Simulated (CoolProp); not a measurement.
Model: reference Helmholtz-energy equation of state, Marx 1992, in CoolProp.

### Question
Give the vapour pressure (bar), vapour density (kg/m³), surface tension (mN/m) of saturated R113 at -1.25 °C.

### Answer
| T (°C) | p (bar) | vapour density (kg/m³) | surface tension (mN/m) |
|---|---|---|---|
| -1.25 | 0.142 | 1.18 | 20.2 |

Surface tension comes from a separate correlation (Mulero 2012).
